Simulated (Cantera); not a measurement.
A perfectly stirred reactor is fed with C3H8 : H2 = 1 : 13 (molar parts), at 100.0 Torr; it is held at 1675 K, and followed from long to short residence time.

Cantera simulation using GRI-Mech 3.0 (53 species, 325 reactions); the numbers are that mechanism's predictions, not measurements. GRI-Mech 3.0 was tuned for natural gas; its chemistry of propane as a main component is partial and can be far from experiment. GRI-Mech 3.0 stops at C3 and has no aromatics, soot or wall deposition, so with more carbon than oxygen in the feed, carbon stays in small species such as C2H2 where larger ones or solid carbon would form.

One state of this run: x C3H8 = 1.54e-5; x H2 = 0.890; x C2H2 = 0.0722; x C2H4 = 0.000943; x C2H = 1.77e-7; x CH3 = 0.000366; x CH4 = 0.0364. x: mole fraction; the columns are a selection and need not sum to one.

Task: Which value of τ (s) does it belong to?
(A) 0.21
(B) 0.68
(C) 0.00053
(D) 0.019

Result: A, 0.21
